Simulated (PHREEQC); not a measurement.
Solution (25 °C): 0.029 mol CdSO4, 0.017 mol H3BO3 and 0.018 mol HCl per kg of water. Closed to the air; pH follows from the charge balance.

Equilibrium calculation in PHREEQC: ion-association model, phreeqc.dat.

```json
[
 {"quantity": "pH", "before": "2.00", "after": "2.23"},
 {"quantity": "ionic strength (mol/kgw)", "before": "0.0720", "after": "0.0664"},
 {"quantity": "Cd+2 (mol/kgw)", "before": "0.0135", "after": "0.0142"},
 {"quantity": "SO4-2 (mol/kgw)", "before": "0.0124", "after": "0.00946"},
 {"quantity": "Cl- (mol/kgw)", "before": "0.0116", "after": "0.0110"},
 {"quantity": "CdSO4 (mol/kgw)", "before": "0.00810", "after": "0.00742"}
]
```

Which change was made?
(A) temperature from 25 to 80 °C
(B) HCl from 0.018 to 0.0162 mol/kgw
(C) CdSO4 from 0.029 to 0.0261 mol/kgw
(D) CdSO4 from 0.029 to 0.0319 mol/kgw
(E) CdSO4 from 0.029 to 0.058 mol/kgw

A, temperature from 25 to 80 °C

This is a speciation only: nothing precipitates in the calculation. At this temperature some constants are extrapolated from 25 °C, and those without enthalpy data are left unchanged.
